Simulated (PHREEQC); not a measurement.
**Nickel, zinc or cadmium bath (model solution)**

Dissolve 0.09 mol CdSO4, 0.012 mol KCl and 0.21 mol FeSO4 per kg of water at 84 °C. Closed to the air; pH follows from the charge balance.

Model: ion-association model, wateq4f.dat, run in PHREEQC.

Each row changes one thing in this solution. This is a speciation only: nothing precipitates in the calculation.

```tsv
case	pH	ionic strength (mol/kgw)	FeSO4 (mol/kgw)	SO4-2 (mol/kgw)	Fe+2 (mol/kgw)	Cd+2 (mol/kgw)	SI of Melanterite (FeSO4:7H2O)	SI of CdOHCl (CdOHCl)
as made	5.29	0.468	0.123	0.0927	0.0867	0.0261	-1.80	-1.89
temperature from 84 to 30 °C	5.72	0.556	0.0968	0.107	0.113	0.0216	-1.12	-2.23
FeSO4 from 0.21 to 0.105 mol/kgw	5.32	0.326	0.0594	0.0631	0.0454	0.0314	-2.13	-1.79
temperature from 84 to 75 °C	5.34	0.477	0.120	0.0941	0.0898	0.0253	-1.71	-1.95
temperature from 84 to 65 °C	5.41	0.490	0.116	0.0961	0.0939	0.0245	-1.60	-2.01
KCl from 0.012 to 0.006 mol/kgw	5.29	0.463	0.123	0.0919	0.0867	0.0269	-1.80	-2.18
FeSO4 from 0.21 to 0.315 mol/kgw	5.28	0.607	0.189	0.123	0.126	0.0220	-1.61	-1.94
```

Species that the database lacks are ignored. At this temperature some constants are extrapolated from 25 °C, and those without enthalpy data are left unchanged.
